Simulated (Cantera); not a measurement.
A perfectly stirred reactor is fed with CH₄ : O₂ : N₂ = 1 : 3.17 : 11.9 (molar parts), equivalence ratio 0.63, at 1.00 bar; it is adiabatic with a 625 K inlet, and is followed from long to short residence time, starting on the burning branch (τ in s: 0.061, 0.033, 0.018, 0.0095, 0.0051, 0.0027, 0.0015, 0.0008, 0.00043, 0.00023, 0.00012, 6.7e-05).

Cantera simulation using GRI-Mech 3.0 (53 species, 325 reactions); the numbers are that mechanism's predictions, not measurements.

One state of this run: T (K) = 1941; x CH₄ = 2.83e-5; x O₂ = 0.0727; x CO = 0.00198; x H₂ = 0.000687; x H₂O = 0.121. x: mole fraction; the columns are a selection and need not sum to one.

Problem. Which value of τ (s) does it belong to?
A) 0.0027
B) 0.033
C) 0.0095
D) 0.00012

Solution. C, 0.0095
